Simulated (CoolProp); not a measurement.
A Linde-Hampson liquefier for oxygen: isothermal reversible compression at 280 K from 1 atm to 20 MPa, throttling to 1 atm, return gas leaving the recuperator 2 K below the feed. Each further row changes one setting.

Values from CoolProp's reference Helmholtz-energy equation of state, Schmidt 1985.

```json
[
 {"case": "as stated", "liquid yield per pass": "0.124", "compression work (kJ/kg of gas)": "375"},
 {"case": "high pressure 40 MPa", "liquid yield per pass": "0.181", "compression work (kJ/kg of gas)": "423"},
 {"case": "warm-end temperature 310 K", "liquid yield per pass": "0.092", "compression work (kJ/kg of gas)": "420"},
 {"case": "warm-end gap 7 K", "liquid yield per pass": "0.114", "compression work (kJ/kg of gas)": "375"}
]
```

Above 300 K oxygen's equation is extrapolated.
